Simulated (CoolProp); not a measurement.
Vapour-liquid equilibrium of R125 (1) + R245fa (2) at 0.0743 MPa; x and y are mole fractions of (1).

The numbers come from the multi-fluid Helmholtz-energy mixture model, Lemmon 2005 and Akasaka 2015; pair parameters Bell 2016 in CoolProp.

```csv
x,bubble temperature (K),y at the bubble point,dew temperature at overall composition x (K),liquid density (mol/L)
0.05,269.0,0.430,279.6,10.60
0.15,253.6,0.761,277.1,11.01
0.25,244.3,0.873,274.5,11.31
0.35,238.1,0.923,271.6,11.56
0.45,233.5,0.951,268.3,11.78
0.55,229.8,0.968,264.5,11.99
0.65,226.8,0.979,260.0,12.18
0.75,224.3,0.987,254.3,12.37
0.85,222.0,0.993,246.6,12.54
0.95,219.9,0.998,233.6,12.71
```

No azeotrope shows between x = 0.05 and 0.95.

Pair parameters are fitted to limited data, so mixtures are less certain than the pure fluids.
